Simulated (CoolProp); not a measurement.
R236FA at 250.62 K and 0.00666 MPa flows at 0.067 m/s in a round tube of 12.7 mm bore and 45 µm roughness, fully developed (64/Re and Nu = 3.66 if laminar; Colebrook and Gnielinski if turbulent). Each further row changes one setting.

Values from CoolProp's reference Helmholtz-energy equation of state, Pan 2012.

```tsv
case	Reynolds number	Darcy friction factor	pressure drop (Pa/m)	heat-transfer coefficient (W/(m² K))	mass flow (kg/h)
as stated	…	…	…	2.66	…
velocity 0.134 m/s	90.1	0.710	0.245	2.66	…
diameter 25.4 mm	90.1	0.710	…	…	0.0596
```

### Question
Some entries are withheld; supply them.

### Answer

- as stated, Reynolds number: 45.0
- as stated, Darcy friction factor: 1.42
- as stated, pressure drop (Pa/m): 0.123
- as stated, mass flow (kg/h): 0.0149
- velocity 0.134 m/s, mass flow (kg/h): 0.0298
- diameter 25.4 mm, pressure drop (Pa/m): 0.0306
- diameter 25.4 mm, heat-transfer coefficient (W/(m² K)): 1.33

Viscosity comes from a separate model (Huber 2003), an estimate that may be off by 10 % or more. Thermal conductivity comes from a separate model (Huber 2003), an estimate that may be off by 10 % or more.
